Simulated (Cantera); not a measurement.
A closed system holds: 1 mol HF, 0.16 mol H2, 3.6 mol H2O, at 4.80 mbar.

Cantera equilibrium calculation (NASA polynomials, part measured and part estimated; ideal gas, pure solids and liquids). Candidate condensed phases: H2O; 37 gas species. Ions and electrons are included (thermal ionisation). Rates play no part.

At 3727 °C, list the 4 most abundant gas species with their mole fractions, and the condensed phases.

H 0.647, O 0.275, F 0.0729, HF 0.00368. Condensed: gas only.
